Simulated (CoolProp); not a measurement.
Properties of chlorine along the isotherm 220.8 K.

The numbers come from the reference Helmholtz-energy equation of state, Thol 2021 in CoolProp.

```tsv
p (kPa)	phase	density (kg/m³)	cp (kJ/(kg K))	cv (kJ/(kg K))	isothermal compressibility (1/MPa)	expansivity (1/kK)
1270	liquid	1616	0.9365	0.5061	0.0008851	1.670
2550	liquid	1617	0.9354	0.5064	0.0008756	1.659
3820	liquid	1619	?	0.5067	0.0008665	1.648
5090	liquid	1621	0.9332	0.5071	0.0008576	1.638
6370	liquid	?	0.9321	0.5074	0.0008489	1.628
7640	liquid	1624	0.9310	?	0.0008404	1.618
8920	liquid	1626	0.9300	0.5081	0.0008320	1.608
10200	liquid	1628	0.9290	0.5084	0.0008239	1.598
11500	liquid	1630	0.9280	0.5087	0.0008158	1.589
12700	liquid	?	0.9271	0.5091	0.0008085	1.580
14000	liquid	1633	0.9262	0.5094	0.0008007	1.571
15300	liquid	1635	0.9253	0.5097	0.0007931	1.562
16600	liquid	1636	?	0.5101	0.0007857	1.553
17800	liquid	1638	0.9236	0.5104	?	1.545
19100	liquid	1640	0.9227	?	0.0007719	1.537
```

Complete the blanks.


- 3820, cp (kJ/(kg K)): 0.9342
- 6370, density (kg/m³): 1623
- 7640, cv (kJ/(kg K)): 0.5077
- 12700, density (kg/m³): 1631
- 16600, cp (kJ/(kg K)): 0.9244
- 17800, isothermal compressibility (1/MPa): 0.0007790
- 19100, cv (kJ/(kg K)): 0.5107
